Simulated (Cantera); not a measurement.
An adiabatic, constant-volume homogeneous reactor starts with 12.6 % CH4, 2.78 % CO, 17.8 % O2, 66.8 % N2, equivalence ratio 1.5, at 1323 K and 750 Torr.

Cantera simulation using GRI-Mech 3.0 (53 species, 325 reactions); the numbers are that mechanism's predictions, not measurements.

Problem. Predict: time of steepest temperature rise; temperature at 2.00 s; equilibrium temperature; x(CO) at 2.00 s; x(O2) at 2.00 s; x(H2O) at 2.00 s; x(HCN) at 2.00 s.

Solution. 
```json
{
  "time_of_steepest_temperature_rise": "11.4 ms",
  "temperature at 2.00 s": "2859 K",
  "equilibrium_temperature": "2859 K",
  "x(CO) at 2.00 s": "0.105 (gas-phase equilibrium 0.105)",
  "x(O2) at 2.00 s": "0.00187 (gas-phase equilibrium 0.00187)",
  "x(H2O) at 2.00 s": "0.153 (gas-phase equilibrium 0.153)",
  "x(HCN) at 2.00 s": "4.14e-8 (gas-phase equilibrium 4.14e-8)"
}
```
